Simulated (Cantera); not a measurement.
Charge: 1 mol borazine, 4.2 mol H₂, equilibrated at 2225 K and 10000 Pa.

These are equilibrium values from Cantera (NASA tables, ideal gas, pure condensed phases), not measurements of a reactor. Candidate condensed phases: B, BN; 15 gas species. The feed counts by its element totals alone. Mutual solubility and eutectic melting of coexisting phases are not modelled. The tables' values for BH₂ are old estimates; treat these amounts as uncertain. Gases not in the tables: B₂H₆ and higher boranes. Equilibrium is a limit: real reactors are often held back by kinetics, nucleation or transport.

Base state: H₂ 0.954, N₂ 0.0240, H 0.0200, BH₂ 0.00142, B 3.84e-5, BH₃ 1.78e-5, BH 1.29e-5 (mole fractions); condensed: B(s) + BN(s).

Problem. What changes in the equilibrium state with this change: pressure from 10000 Pa to 1330 Pa?

Solution. 
```tsv
species	before	after
H₂	0.954	0.781
N₂	0.0240	0.168
H	0.0200	0.0496
BH₂	0.00142	0.00116
B	3.84e-5	0.000288
BH₃	1.78e-5	4.80e-6
BH	1.29e-5	3.20e-5
B(s), mol	0.347	2.99
BN(s), mol	2.64	0
```

Problem. What changes in the equilibrium state with this change: temperature from 2225 K to 1948 K?

Solution. 
| species | before | after |
|---|---|---|
| H₂ | 0.954 | 0.996 |
| H | 0.0200 | 0.00357 |
| N₂ | 0.0240 | 0.000530 |
| BH₂ | 0.00142 | 0.000343 |
| B | 3.84e-5 | 5.48e-7 |
| BH | 1.29e-5 | 4.82e-7 |
| BH₃ | 1.78e-5 | 9.80e-6 |
| B(s), mol | 0.347 | 0.00510 |
| BN(s), mol | 2.64 | 2.99 |

Problem. What changes in the equilibrium state with this change: pressure from 10000 Pa to 133 Pa?

Solution. 
```tsv
species	before	after
H₂	0.954	0.689
N₂	0.0240	0.159
H	0.0200	0.147
B	3.84e-5	0.00288
BN	1.21e-6	2.71e-5
BH₃	1.78e-5	1.26e-6
BH	1.29e-5	9.50e-5
BH₂	0.00142	0.00103
B(s), mol	0.347	2.96
BN(s), mol	2.64	0
```
